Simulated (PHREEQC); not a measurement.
Dissolve 22 mmol/kgw CdCl2, 5.6 mmol/kgw H3BO3 and 55 mmol/kgw FeSO4 at 20 °C. Closed to the air; pH follows from the charge balance.

Equilibrium calculation in PHREEQC: ion-association model, wateq4f.dat.

Q: The ionic strength comes out as 0.169 mol/kgw. What activity coefficients do Cl-, H+, CdCl3-, FeCl+, H2BO3- get?

A: Cl- 0.73, H+ 0.81, CdCl3- 0.76, FeCl+ 0.75, H2BO3- 0.70.

Precipitation was switched off in this run. Complexes and solids missing from the database can't appear.
